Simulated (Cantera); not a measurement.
## Premixed flame

A freely propagating, adiabatic, planar premixed flame of 25.7 % H₂, 14.3 % O₂, 53.8 % N₂, 6.18 % H₂O, unburnt at 400 K and 4.93 atm; unity-Lewis-number transport, grid criteria slope 0.08 and curve 0.16, no radiation.

Model: the H2/O2 subset of GRI-Mech 3.0, which has no nitrogen chemistry, integrated in Cantera. The hydrogen kinetics of GRI-Mech 3.0 are dated; newer H2 mechanisms differ, most at raised pressure. Unity Lewis numbers drop preferential diffusion, which matters most where H2 and H carry the flame. Burning velocities carry a grid error of a few per cent, more on coarse grids.

```csv
z (mm),T (K),u (m/s),x H₂,x O₂,x H₂O,x O,x H,x H₂O₂
-0.146,400,1.93,0.257,0.143,0.0618,<1e-8,<1e-8,4.78e-8
-0.0973,401,1.93,0.257,0.143,0.0619,<1e-8,<1e-8,3.71e-7
-0.0730,403,1.95,0.257,0.143,0.0622,2.58e-8,<1e-8,1.61e-6
-0.0486,423,2.04,0.255,0.142,0.0647,2.73e-7,<1e-8,1.00e-5
-0.0243,643,3.06,0.230,0.129,0.0933,2.11e-5,9.10e-6,6.41e-5
-0.0122,1025,4.75,0.182,0.106,0.149,0.000354,0.00158,7.34e-5
0,1455,6.54,0.107,0.0696,0.228,0.00243,0.0124,1.71e-5
0.0122,1721,7.58,0.0540,0.0428,0.282,0.00474,0.0187,5.16e-6
0.0243,1863,8.12,0.0349,0.0317,0.305,0.00504,0.0155,3.44e-6
0.0486,2002,8.62,0.0237,0.0252,0.323,0.00365,0.00878,2.16e-6
0.0973,2113,9.02,0.0155,0.0214,0.338,0.00201,0.00393,1.41e-6
0.195,2187,9.28,0.00918,0.0188,0.349,0.00102,0.00156,9.42e-7
0.389,2231,9.43,0.00503,0.0173,0.356,0.000518,0.000593,6.37e-7
```
x: mole fraction of selected species; z is measured from the peak of heat release.

| Quantity | Value |
|---|---|
| laminar burning velocity | 193 cm/s |
| thermal thickness | 0.0486 mm |
| peak x(O) | 0.00512 |
| peak x(H) | 0.0187 |
| peak x(H₂O₂) | 7.93e-5 |
| grid points | 107 |
